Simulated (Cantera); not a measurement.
Feed: 1 mol B2H6, 1.5 mol H2O, 0.15 mol N2, at 1227 °C and 10.0 Torr.

These are equilibrium values from Cantera (NASA tables, ideal gas, pure condensed phases), not measurements of a reactor. Candidate condensed phases: B, BN, B2O3, B3O3H3, H2O; 39 gas species. The feed counts by its element totals alone. Mutual solubility and eutectic melting of coexisting phases are not modelled. Rates play no part.

Base state: H2 0.959, HBO 0.0303, B2O2 0.00715, B2O3 0.00163, HBO2 0.000761, B3O3H3 0.000747, H 0.000149, BO 0.000123 (mole fractions); condensed: B(s) + BN(s) + B2O3(l).

Task: What changes in the equilibrium state with this change: pressure from 10.0 Torr to 683 Torr?

Result: 
```json
[
 {"species": "H2", "before": "0.959", "after": "0.990"},
 {"species": "B3O3H3", "before": "0.000747", "after": "0.00647"},
 {"species": "HBO", "before": "0.0303", "after": "0.00373"},
 {"species": "B2O2", "before": "0.00715", "after": "0.000105"},
 {"species": "B2O3", "before": "0.00163", "after": "2.38e-5"},
 {"species": "BO", "before": "0.000123", "after": "1.80e-6"},
 {"species": "H", "before": "0.000149", "after": "1.84e-5"},
 {"species": "HBO2", "before": "0.000761", "after": "9.36e-5"},
 {"species": "B(s), mol", "before": "0.629", "after": "0.665"},
 {"species": "BN(s), mol", "before": "0.300", "after": "0.300"},
 {"species": "B2O3(l), mol", "before": "0.418", "after": "0.465"}
]
```
